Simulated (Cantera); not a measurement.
What does this Cantera script print?

```python
import numpy as np
import cantera as ct

gas_names = [...]  # 114 gases of nasa_gas.yaml made of C, Fe, H, O
cond_names = """
    C(gr) C6H6(L) C7H8(L) C8H18(L),n-octa Fe(a) Fe(c) Fe(d) Fe(L) FeC5O5(L) FeO(s) FeO(L) Fe(OH)2(s)
    Fe(OH)3(s) Fe2O3(s) Fe3O4(s) H2O(s) H2O(L)
""".split()


# ... load() reads the species with a 1 bar reference pressure and builds the phases ...
atoms = {
    'Fe(CO)5': {'Fe': 1, 'C': 5, 'O': 5},
    'CO': {'C': 1, 'O': 1},
    'H2': {'H': 2},
}
top_T = {'C(gr)': 4500, 'Fe2O3(s)': 1830, 'Fe3O4(s)': 1870}  # K; cautious upper limits of use, not melting points


# ... equilibrate(T, P, feed) seeds the gas with the atoms and calls Mixture.equilibrate('TP', solver="vcs", rtol=1e-11, max_steps=5000) ...
results = []
feed = {'Fe(CO)5': 1, 'CO': 6.4, 'H2': 1.1}  # mol
T = 1350  # K
P = 1333.22  # Pa
mix = equilibrate(T, P, feed)
results.append((T, P, feed, dict(zip(mix.species_names, mix.species_moles))))
x = sorted(zip(gas.X, gas.species_names), reverse=True)
print(f"T = {T:g} K  P = {P:g} Pa  gas = {mix.phase_moles(0):.4g} mol")
print("   x: " + "  ".join(f"{s} {v:.3e}" for v, s in x if v > 1e-05))
print("   condensed (mol): " + ("  ".join(f"{mix.phase(i).name} {mix.phase_moles(i):.4g}"
      for i in range(1, mix.n_phases) if mix.phase_moles(i) > 1e-12) or "none"))
```

Result:

```
T = 1350 K  P = 1333.22 Pa  gas = 12.5 mol
   x: CO 9.120e-01  H2 8.799e-02  CO2 3.233e-05
   condensed (mol): C(gr) 0.0004706  Fe(c) 1
```

These are equilibrium values from Cantera (NASA tables, ideal gas, pure condensed phases), not measurements of a reactor.
